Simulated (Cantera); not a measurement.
An adiabatic, constant-pressure homogeneous reactor starts with H₂ : O₂ : N₂ = 1 : 1 : 3.76 (molar parts), equivalence ratio 0.50, at 1075 K and 1.01 bar. Integrator tolerance rtol = 1e-08.

Detailed kinetics in Cantera: the H2/O2 subset of GRI-Mech 3.0, which has no nitrogen chemistry.

Problem. What does this change do: H2 1 to 0.4 parts?

Solution. 
```csv
quantity,before,after
time of steepest temperature rise,0.113 ms,0.146 ms
temperature at 0.300 s,2272 K,1638 K
equilibrium temperature,2272 K,1638 K
x(H₂) at 0.300 s,0.00107 (gas-phase equilibrium 0.00107),2.07e-6 (gas-phase equilibrium 2.07e-6)
x(O₂) at 0.300 s,0.0929 (gas-phase equilibrium 0.0929),0.161 (gas-phase equilibrium 0.161)
x(H) at 0.300 s,0.000273 (gas-phase equilibrium 0.000273),1.16e-7 (gas-phase equilibrium 1.16e-7)
x(OH) at 0.300 s,0.00731 (gas-phase equilibrium 0.00731),0.000198 (gas-phase equilibrium 0.000198)
x(O) at 0.300 s,0.00128 (gas-phase equilibrium 0.00128),9.10e-6 (gas-phase equilibrium 9.10e-6)
```

Problem. What does this change do: initial temperature 1075 to 1475 K?

Solution. 
```tsv
quantity	before	after
time of steepest temperature rise	0.113 ms	15.2 µs
temperature at 0.300 s	2272 K	2540 K
equilibrium temperature	2272 K	2540 K
x(H₂) at 0.300 s	0.00107 (gas-phase equilibrium 0.00107)	0.00418 (gas-phase equilibrium 0.00418)
x(O₂) at 0.300 s	0.0929 (gas-phase equilibrium 0.0929)	0.0896 (gas-phase equilibrium 0.0896)
x(H) at 0.300 s	0.000273 (gas-phase equilibrium 0.000273)	0.00193 (gas-phase equilibrium 0.00193)
x(OH) at 0.300 s	0.00731 (gas-phase equilibrium 0.00731)	0.0174 (gas-phase equilibrium 0.0174)
x(O) at 0.300 s	0.00128 (gas-phase equilibrium 0.00128)	0.00525 (gas-phase equilibrium 0.00525)
```
